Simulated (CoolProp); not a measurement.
Vapour-liquid equilibrium of R143a (1) + R152A (2) at 1.12 bar; x and y are mole fractions of (1).

Model: multi-fluid Helmholtz-energy mixture model, Lemmon and Jacobsen 2000 and Outcalt 1996; pair parameters Bell 2016, in CoolProp.

Problem. Give the bubble temperature and the first vapour's composition at x = 0.05, 0.35, 0.75. Is there an azeotrope?

Solution. x = 0.05: -24.2 °C, y = 0.143; x = 0.35: -34.2 °C, y = 0.611; x = 0.75: -41.7 °C, y = 0.883. No azeotrope shows between x = 0.05 and 0.95.

The pair parameters rest on a limited set of measurements; away from them the model extrapolates.
